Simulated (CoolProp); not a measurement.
Saturated liquid density (kg/m³) of p-xylene: the reference equation beside estimates from Tc = 343.0 °C, pc = 3532 kPa, ω = 0.324. Rackett uses Z = 0.29056 − 0.08775 ω.

Values from CoolProp's reference Helmholtz-energy equation of state, Zhou 2012.

| T (°C) | reference | Rackett | van der Waals | Redlich-Kwong | Soave-Redlich-Kwong |
|---|---|---|---|---|---|
| 132.45 | 758.8 | 747.8 | 432.3 | 631.4 | 661.6 |
| 137.15 | 754.2 | 743.0 | 429.8 | 626.9 | 657.4 |
| 141.75 | 749.6 | 738.4 | 427.2 | 622.3 | 653.2 |
| 146.35 | 745.0 | 733.7 | 424.6 | 617.7 | 648.9 |
| 150.95 | 740.3 | 728.9 | 421.9 | 613.1 | 644.6 |
| 155.55 | 735.6 | 724.1 | 419.3 | 608.3 | 640.1 |
| 160.25 | 730.7 | 719.1 | 416.5 | 603.4 | 635.5 |
| 164.85 | 725.9 | 714.2 | 413.7 | 598.5 | 630.8 |
| 169.45 | 721.0 | 709.2 | 410.9 | 593.5 | 626.1 |
| 174.05 | 716.0 | 704.2 | 408.1 | 588.5 | 621.3 |
| 178.65 | 711.0 | 699.1 | 405.2 | 583.3 | 616.3 |

Absolute difference from the reference over all 11 rows, mean and median: Rackett 1.6 and 1.6 %, van der Waals 43.0 and 43.0 %, Redlich-Kwong 17.3 and 17.3 %, Soave-Redlich-Kwong 13.0 and 13.0 %.
